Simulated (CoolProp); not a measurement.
A single-stage vapour-compression cycle with hydrogen sulfide: evaporating at 233.15 K (dew point), condensing at 263.15 K (bubble point), superheat 8 K, subcooling 8 K, compressor efficiency 0.6, no pressure losses. Each further row changes one setting.

Computed with CoolProp (reference Helmholtz-energy equation of state, Lemmon 2006). It is a short technical equation, of lower accuracy than the large ones.

| case | cooling COP | pressure ratio | discharge temperature (K) | refrigerating effect (kJ/kg) | volumetric capacity (kJ/m³) |
|---|---|---|---|---|---|
| as stated | 4.15 | 2.96 | 359.3 | 485 | 2200 |
| evaporating temperature 238.15 K | 5.19 | 2.42 | 341.6 | 489 | 2680 |
| condensing temperature 258.15 K | 5.08 | 2.52 | 339.9 | 496 | 2250 |
| subcooling 13 K | 4.24 | 2.96 | 359.3 | 496 | 2250 |
| superheat 18 K | 4.05 | 2.96 | 374.3 | 496 | 2150 |
| compressor efficiency 0.5 | 3.46 | 2.96 | 381.0 | 485 | 2200 |
